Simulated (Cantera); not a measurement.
Charge: 1 mol C, 2.5 mol CO₂, 0.81 mol H₂O, at 3000 K and 0.0133 bar.

Equilibrium computed with Cantera from the NASA thermochemical tables; the gas is ideal and each condensed phase is pure. Candidate condensed phases: C, C₆H₆, C₇H₈, C₈H₁₈, H₂O; 110 gas species. The numbers say what is thermodynamically allowed, not how fast it happens.

Base state: CO 0.501, O 0.199, H 0.171, O₂ 0.0410, CO₂ 0.0353, OH 0.0296, H₂ 0.0156, H₂O 0.00815 (mole fractions); condensed: gas only.

Problem. What changes in the equilibrium state with this change: CO₂ from 2.5 to 0.17 mol?

Solution. 
```json
[
 {"species": "CO", "before": "0.501", "after": "0.457"},
 {"species": "H", "before": "0.171", "after": "0.437"},
 {"species": "H₂", "before": "0.0156", "after": "0.102"},
 {"species": "O", "before": "0.199", "after": "5.74e-8"},
 {"species": "O₂", "before": "0.0410", "after": "<1e-9"},
 {"species": "CO₂", "before": "0.0353", "after": "9.30e-9"},
 {"species": "OH", "before": "0.0296", "after": "2.19e-8"},
 {"species": "C", "before": "<1e-9", "after": "0.00135"},
 {"species": "C₃", "before": "<1e-9", "after": "0.00105"}
]
```

Problem. What changes in the equilibrium state with this change: pressure from 0.0133 bar to 41.0 bar?

Solution. 
| species | before | after |
|---|---|---|
| CO | 0.501 | 0.441 |
| CO₂ | 0.0353 | 0.364 |
| H₂O | 0.00815 | 0.155 |
| O | 0.199 | 0.000756 |
| H | 0.171 | 0.00393 |
| O₂ | 0.0410 | 0.00183 |
| OH | 0.0296 | 0.00797 |
| H₂ | 0.0156 | 0.0254 |
The ideal-gas law is rough above about 30 bar.

Problem. What changes in the equilibrium state with this change: H₂O from 0.81 to 0.38 mol?

Solution. 
| species | before | after |
|---|---|---|
| CO | 0.501 | 0.592 |
| O | 0.199 | 0.197 |
| H | 0.171 | 0.103 |
| OH | 0.0296 | 0.0177 |
| H₂ | 0.0156 | 0.00564 |
| CO₂ | 0.0353 | 0.0414 |
| O₂ | 0.0410 | 0.0405 |
| H₂O | 0.00815 | 0.00292 |
